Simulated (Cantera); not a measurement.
What does this Cantera script print?

```python
import numpy as np
import cantera as ct

gas_names = """
    CL CLO CL2 N NO NO2 NO3 N2 N2O O O2 O3 Si SiCL SiCL2 SiCL3 SiCL4 SiN SiO SiO2 Si2 Si2N Si3
""".split()
cond_names = """
    Si(cr) Si(L) SiO2(Lqz) SiO2(hqz) SiO2(L) Si2N2O(s) Si3N4(a)
""".split()


# ... load() reads the species with a 1 bar reference pressure and builds the phases ...
atoms = {
    'SiCl4': {'Si': 1, 'CL': 4},
    'O2': {'O': 2},
    'N2': {'N': 2},
}
top_T = {'Si2N2O(s)': 2100, 'Si3N4(a)': 2400}  # K; cautious upper limits of use, not melting points


# ... equilibrate(T, P, feed) seeds the gas with the atoms and calls Mixture.equilibrate('TP', solver="vcs", rtol=1e-11, max_steps=5000) ...
results = []
feed = {'SiCl4': 1, 'O2': 28, 'N2': 20}  # mol
T = 1200  # K
P = 1333.22  # Pa
mix = equilibrate(T, P, feed)
results.append((T, P, feed, dict(zip(mix.species_names, mix.species_moles))))
x = sorted(zip(gas.X, gas.species_names), reverse=True)
print(f"T = {T:g} K  P = {P:g} Pa  gas = {mix.phase_moles(0):.4g} mol")
print("   x: " + "  ".join(f"{s} {v:.3e}" for v, s in x if v > 0.001))
print("   condensed (mol): " + ("  ".join(f"{mix.phase(i).name} {mix.phase_moles(i):.4g}"
      for i in range(1, mix.n_phases) if mix.phase_moles(i) > 1e-12) or "none"))
```

Result:

```
T = 1200 K  P = 1333.22 Pa  gas = 49.19 mol
   x: O2 5.487e-01  N2 4.064e-01  CL2 3.672e-02  CL 7.843e-03
   condensed (mol): SiO2(hqz) 1
```

Method: chemical equilibrium by Gibbs-energy minimisation in Cantera with the NASA 1993 tables (ideal gas, pure condensed phases). The tables hold silica as quartz up to 1696 K and as liquid above; real silica turns to tridymite and cristobalite and melts near 1996 K.
